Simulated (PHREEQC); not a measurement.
A solution holds 0.0046 mol/kgw HNO3, 0.064 mol/kgw K2SO4 and 0.00019 mol/kgw CuSO4, at 25 °C. It is in equilibrium with CO2 at log p = -1 (atm). Otherwise closed; pH follows from the charge balance.

Equilibrium calculation in PHREEQC: ion-association model, phreeqc.dat.

```
quantity                   before     after
------------------------  -------  --------
pH                           2.85      3.30
ionic strength (mol/kgw)    0.167    0.0368
K+ (mol/kgw)                0.116    0.0246
SO4-2 (mol/kgw)            0.0493    0.0115
KSO4- (mol/kgw)            0.0120  0.000984
HSO4- (mol/kgw)           0.00283  0.000339
```

**Question.** Which change was made?
A. CuSO4 from 0.00019 to 0.000209 mol/kgw
B. diluted 100-fold with water
C. diluted 5-fold with water
D. diluted 10-fold with water
E. HNO3 from 0.0046 to 0.0092 mol/kgw

**Answer.** C, diluted 5-fold with water

No solid was allowed to form.
